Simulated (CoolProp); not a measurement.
Vapour-liquid equilibrium of ethylbenzene (1) + o-xylene (2) at 0.00249 MPa; x and y are mole fractions of (1).

The numbers come from the multi-fluid Helmholtz-energy mixture model, Zhou 2012 and Zhou 2012; pair parameters Bell 2016 in CoolProp.

| x | bubble temperature (°C) | y at the bubble point | dew temperature at overall composition x (°C) | liquid density (mol/L) |
|---|---|---|---|---|
| 0.05 | 43.3 | 0.069 | 43.4 | 8.097 |
| 0.125 | 42.7 | 0.169 | 42.9 | 8.090 |
| 0.2 | 42.1 | 0.263 | 42.5 | 8.083 |
| 0.275 | 41.5 | 0.352 | 42.0 | 8.076 |
| 0.35 | 41.0 | 0.436 | 41.5 | 8.070 |
| 0.425 | 40.4 | 0.514 | 41.0 | 8.064 |
| 0.5 | 39.9 | 0.588 | 40.5 | 8.057 |
| 0.575 | 39.4 | 0.657 | 40.0 | 8.052 |
| 0.65 | 39.0 | 0.722 | 39.5 | 8.046 |
| 0.725 | 38.5 | 0.784 | 38.9 | 8.040 |
| 0.8 | 38.1 | 0.844 | 38.4 | 8.035 |
| 0.875 | 37.8 | 0.903 | 37.9 | 8.030 |
| 0.95 | 37.4 | 0.961 | 37.5 | 8.026 |

No azeotrope shows between x = 0.05 and 0.95.

The pair parameters rest on a limited set of measurements; away from them the model extrapolates.
